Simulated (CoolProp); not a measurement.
Vapour-liquid equilibrium of propane (1) + R114 (2) at 0.788 MPa; x and y are mole fractions of (1).

Model: multi-fluid Helmholtz-energy mixture model, Lemmon 2009 and Platzer 1990; pair parameters Bell 2016, in CoolProp. This equation is an older, rougher fit; its heat capacities, sound speeds and derivatives of the liquid may be far off and weren't checked against measurements.

```json
[
 {"x": "0.05", "bubble temperature (K)": "339.9", "y at the bubble point": "0.150", "dew temperature at overall composition x (K)": "___", "liquid density (mol/L)": "___"},
 {"x": "0.2", "bubble temperature (K)": "325.5", "y at the bubble point": "___", "dew temperature at overall composition x (K)": "337.8", "liquid density (mol/L)": "___"},
 {"x": "0.35", "bubble temperature (K)": "315.2", "y at the bubble point": "0.649", "dew temperature at overall composition x (K)": "331.1", "liquid density (mol/L)": "8.857"},
 {"x": "0.5", "bubble temperature (K)": "307.6", "y at the bubble point": "0.766", "dew temperature at overall composition x (K)": "___", "liquid density (mol/L)": "9.380"},
 {"x": "0.65", "bubble temperature (K)": "301.7", "y at the bubble point": "0.851", "dew temperature at overall composition x (K)": "315.1", "liquid density (mol/L)": "9.924"},
 {"x": "0.8", "bubble temperature (K)": "296.7", "y at the bubble point": "0.919", "dew temperature at overall composition x (K)": "305.3", "liquid density (mol/L)": "10.52"},
 {"x": "0.95", "bubble temperature (K)": "___", "y at the bubble point": "0.980", "dew temperature at overall composition x (K)": "294.4", "liquid density (mol/L)": "11.18"}
]
```

What belongs in the gaps?


- 0.05, dew temperature at overall composition x (K): 343.9
- 0.05, liquid density (mol/L): 7.758
- 0.2, y at the bubble point: 0.465
- 0.2, liquid density (mol/L): 8.327
- 0.5, dew temperature at overall composition x (K): 323.7
- 0.95, bubble temperature (K): 292.3

No azeotrope shows between x = 0.05 and 0.95.

The pair parameters rest on a limited set of measurements; away from them the model extrapolates.
